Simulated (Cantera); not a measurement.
A freely propagating, adiabatic, planar premixed flame of H₂ : O₂ : N₂ = 1 : 0.385 : 1.45 (molar parts), unburnt at 400 K and 230000 Pa; mixture-averaged transport, grid criteria slope 0.08 and curve 0.16, no radiation.

Computed with Cantera and the H2/O2 subset of GRI-Mech 3.0, which has no nitrogen chemistry. The hydrogen kinetics of GRI-Mech 3.0 are dated; newer H2 mechanisms differ, most at raised pressure. Burning velocities carry a grid error of a few per cent, more on coarse grids.

x: mole fraction of selected species; z is measured from the peak of heat release.

```json
[
 {"z (mm)": "-0.384", "T (K)": "400", "u (m/s)": "4.56", "x H₂": "0.353", "x O₂": "0.136", "x O": "<1e-8", "x OH": "<1e-8", "x H₂O₂": "<1e-8", "x H₂O": "<1e-8"},
 {"z (mm)": "-0.256", "T (K)": "400", "u (m/s)": "4.56", "x H₂": "0.353", "x O₂": "0.136", "x O": "<1e-8", "x OH": "<1e-8", "x H₂O₂": "<1e-8", "x H₂O": "<1e-8"},
 {"z (mm)": "-0.192", "T (K)": "400", "u (m/s)": "4.56", "x H₂": "0.353", "x O₂": "0.136", "x O": "<1e-8", "x OH": "<1e-8", "x H₂O₂": "<1e-8", "x H₂O": "<1e-8"},
 {"z (mm)": "-0.128", "T (K)": "400", "u (m/s)": "4.56", "x H₂": "0.352", "x O₂": "0.136", "x O": "<1e-8", "x OH": "<1e-8", "x H₂O₂": "<1e-8", "x H₂O": "7.60e-7"},
 {"z (mm)": "-0.0639", "T (K)": "422", "u (m/s)": "4.76", "x H₂": "0.345", "x O₂": "0.137", "x O": "___", "x OH": "1.21e-5", "x H₂O₂": "8.35e-6", "x H₂O": "0.000492"},
 {"z (mm)": "-0.0320", "T (K)": "705", "u (m/s)": "7.67", "x H₂": "0.305", "x O₂": "0.132", "x O": "___", "x OH": "0.00119", "x H₂O₂": "0.000103", "x H₂O": "0.0218"},
 {"z (mm)": "0", "T (K)": "1189", "u (m/s)": "12.5", "x H₂": "0.222", "x O₂": "0.101", "x O": "___", "x OH": "0.00249", "x H₂O₂": "2.47e-5", "x H₂O": "0.0973"},
 {"z (mm)": "0.0320", "T (K)": "1532", "u (m/s)": "15.9", "x H₂": "0.137", "x O₂": "0.0490", "x O": "0.00611", "x OH": "0.00656", "x H₂O₂": "4.43e-6", "x H₂O": "0.194"},
 {"z (mm)": "0.0639", "T (K)": "1712", "u (m/s)": "17.7", "x H₂": "0.0990", "x O₂": "0.0208", "x O": "0.00646", "x OH": "0.00981", "x H₂O₂": "2.49e-6", "x H₂O": "0.245"},
 {"z (mm)": "0.128", "T (K)": "1879", "u (m/s)": "19.2", "x H₂": "0.0868", "x O₂": "0.00842", "x O": "___", "x OH": "0.0121", "x H₂O₂": "1.33e-6", "x H₂O": "0.269"},
 {"z (mm)": "0.256", "T (K)": "2032", "u (m/s)": "20.6", "x H₂": "0.0877", "x O₂": "0.00523", "x O": "___", "x OH": "0.0122", "x H₂O₂": "7.05e-7", "x H₂O": "0.280"},
 {"z (mm)": "0.511", "T (K)": "2167", "u (m/s)": "21.7", "x H₂": "0.0885", "x O₂": "0.00308", "x O": "___", "x OH": "0.0108", "x H₂O₂": "4.00e-7", "x H₂O": "0.290"},
 {"z (mm)": "1.02", "T (K)": "2271", "u (m/s)": "22.6", "x H₂": "0.0886", "x O₂": "0.00156", "x O": "___", "x OH": "0.00839", "x H₂O₂": "2.37e-7", "x H₂O": "0.299"}
]
```

Problem. Some entries are withheld; supply them.

Solution. 
- -0.0639, x O: 2.26e-6
- -0.0320, x O: 0.000193
- 0, x O: 0.00259
- 0.128, x O: 0.00535
- 0.256, x O: 0.00369
- 0.511, x O: 0.00214
- 1.02, x O: 0.00105
